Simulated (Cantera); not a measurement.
An adiabatic, constant-volume homogeneous reactor starts with CH₄ : O₂ : N₂ = 1 : 1.43 : 5.37 (molar parts), at 1025 K and 3.70 bar.

Detailed kinetics in Cantera: GRI-Mech 3.0 (53 species, 325 reactions).

### Question
Predict: time of steepest temperature rise; temperature at 0.300 s; equilibrium temperature; x(O₂) at 0.300 s; x(H₂O) at 0.300 s; x(HCO) at 0.300 s; x(N₂O) at 0.300 s; x(HO₂) at 0.300 s.

### Answer
```
Property                                                              Result
---------------------------------  -----------------------------------------
time of steepest temperature rise                                    0.197 s
temperature at 0.300 s                                                2830 K
equilibrium temperature                                               2830 K
x(O₂) at 0.300 s                   0.000532 (gas-phase equilibrium 0.000532)
x(H₂O) at 0.300 s                        0.175 (gas-phase equilibrium 0.175)
x(HCO) at 0.300 s                    5.43e-7 (gas-phase equilibrium 5.43e-7)
x(N₂O) at 0.300 s                    2.91e-7 (gas-phase equilibrium 2.91e-7)
x(HO₂) at 0.300 s                    8.31e-7 (gas-phase equilibrium 8.31e-7)
```
